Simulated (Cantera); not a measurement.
Input (Python, Cantera):

```python
import numpy as np
import cantera as ct

gas = ct.Solution("gri30.yaml")
gas.TPX = 1298, 760000, {'CH4': 1, 'H2': 0.035, 'O2': 1.34, 'N2': 5.06, 'H2O': 0.77}
reactor = ct.IdealGasReactor(gas, energy="on", clone=False)
net = ct.ReactorNet([reactor])
net.rtol, net.atol = 1e-08, 1e-16
show = ['CH4', 'H2', 'O2', 'O', 'HCN']
times = np.geomspace(9e-06, 0.7, 12)

steps = ct.SolutionArray(gas, extra=["t"])
rows = []
print(f"{'t/s':>10s}{'T/K':>9s}{'P/Pa':>11s}" + "".join(f"{s:>11s}" for s in show))
for t in times:
    while net.time < t:
        t_next = net.step()
        steps.append(gas.state, t=t_next)
    rows.append([np.interp(t, steps.t, y) for y in (steps.T, steps.P, *steps(*show).X.T)])
    print(f"{t:10.3e}{rows[-1][0]:9.1f}{rows[-1][1]:11.4g}" + "".join(f"{x:11.3e}" for x in rows[-1][2:]))
rate = np.gradient(steps.T, steps.t)
print("integrator steps:", len(steps.t))
if steps.T.max() > steps.T[0] + 200:
    print(f"time of steepest temperature rise: {steps.t[rate.argmax()]:.4e} s")
gas.TPX = 1298, 760000, {'CH4': 1, 'H2': 0.035, 'O2': 1.34, 'N2': 5.06, 'H2O': 0.77}
gas.equilibrate("UV")
print(f"equilibrium (UV): T = {gas.T:.1f} K  " + "  ".join(f"{s} {gas[s].X[0]:.3e}" for s in show))
```

Output:

```
       t/s      T/K       P/Pa        CH4         H2         O2          O        HCN
 9.000e-06   1298.0    7.6e+05  1.219e-01  4.266e-03  1.633e-01  2.600e-10  5.444e-21
 2.505e-05   1298.0    7.6e+05  1.219e-01  4.266e-03  1.633e-01  8.607e-10  5.439e-20
 6.974e-05   1298.0    7.6e+05  1.219e-01  4.264e-03  1.633e-01  4.113e-09  9.035e-19
 1.941e-04   1298.6  7.603e+05  1.218e-01  4.256e-03  1.632e-01  1.319e-08  2.681e-17
 5.404e-04   1302.2  7.624e+05  1.212e-01  4.250e-03  1.628e-01  2.145e-08  2.930e-16
 1.504e-03   1355.7  7.946e+05  1.133e-01  5.568e-03  1.567e-01  1.729e-07  4.237e-14
 4.188e-03   2811.2   1.79e+06  4.769e-11  7.571e-02  2.783e-04  2.250e-04  1.929e-07
 1.166e-02   2811.2   1.79e+06  4.769e-11  7.571e-02  2.783e-04  2.250e-04  1.929e-07
 3.245e-02   2811.2   1.79e+06  4.769e-11  7.571e-02  2.783e-04  2.250e-04  1.929e-07
 9.033e-02   2811.2   1.79e+06  4.769e-11  7.571e-02  2.783e-04  2.250e-04  1.929e-07
 2.515e-01   2811.2   1.79e+06  4.769e-11  7.571e-02  2.783e-04  2.250e-04  1.929e-07
 7.000e-01   2811.2   1.79e+06  4.769e-11  7.571e-02  2.783e-04  2.250e-04  1.929e-07
integrator steps: 2161
time of steepest temperature rise: 1.7809e-03 s
equilibrium (UV): T = 2811.2 K  CH4 5.433e-11  H2 7.571e-02  O2 2.783e-04  O 2.250e-04  HCN 1.929e-07
```

Detailed kinetics in Cantera: GRI-Mech 3.0 (53 species, 325 reactions).
